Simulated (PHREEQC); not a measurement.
Make-up at 44 °C: 89 mmol/kgw NaOH and 38 mmol/kgw (CH3)4NCl. Closed to the air; pH follows from the charge balance.

The numbers come from PHREEQC with the ion-association model, wateq4f.dat.

Precipitation was switched off in this run.

### Question
Estimate the pH.

### Answer
pH 12.25.

(CH3)4N+ isn't in the database: it is added as a free cation with an ion size of 4 Å. Away from 25 °C the constants follow the database's enthalpies or fits; those with neither stay at their 25 °C values.
